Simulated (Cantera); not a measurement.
**Ignition delay**

Mixture: 19.4 % H2, 16.4 % O2, 61.9 % N2, 2.33 % H2O, at 210000 Pa, adiabatic and at constant pressure. Ignition delay is the time to a rise of 400 K.

Detailed kinetics in Cantera: GRI-Mech 3.0 (53 species, 325 reactions). The hydrogen kinetics of GRI-Mech 3.0 are dated; newer H2 mechanisms differ, most at raised pressure. Where the delays flatten at high temperature, the 400 K rule measures the pace of heat release, not the induction time.

```tsv
T0 (K)	delay (ms)
1250	0.0202
1300	0.0158
1350	0.0129
1400	0.0109
1450	0.00952
1500	0.00853
```
